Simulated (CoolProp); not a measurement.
Vapour-liquid equilibrium of dimethyl carbonate (1) + n-decane (2) at 0.0729 MPa; x and y are mole fractions of (1).

Model: multi-fluid Helmholtz-energy mixture model, Zhou 2011 and Lemmon 2006; pair parameters Bell 2016, in CoolProp.

| x | bubble temperature (K) | y at the bubble point | dew temperature at overall composition x (K) | liquid density (mol/L) |
|---|---|---|---|---|
| 0.05 | 398.8 | 0.671 | 432.9 | 4.671 |
| 0.125 | 374.4 | 0.871 | 429.9 | 5.037 |
| 0.2 | 364.7 | 0.917 | 426.7 | 5.342 |
| 0.275 | 360.4 | 0.933 | 423.4 | 5.639 |
| 0.35 | 358.6 | 0.940 | 419.7 | 5.950 |
| 0.425 | 357.8 | 0.942 | 415.7 | 6.286 |
| 0.5 | 357.5 | 0.944 | 411.3 | 6.657 |
| 0.575 | 357.4 | 0.944 | 406.3 | 7.074 |
| 0.65 | 357.2 | 0.945 | 400.6 | 7.548 |
| 0.725 | 356.8 | 0.948 | 393.7 | 8.091 |
| 0.8 | 356.1 | 0.954 | 385.2 | 8.719 |
| 0.875 | 355.2 | 0.964 | 373.7 | 9.451 |
| 0.95 | 354.1 | 0.981 | 356.5 | 10.31 |

No azeotrope shows between x = 0.05 and 0.95.

The pair parameters rest on a limited set of measurements; away from them the model extrapolates. With so large a gap from Raoult's law the liquid may split in two, which this calculation doesn't test in full.
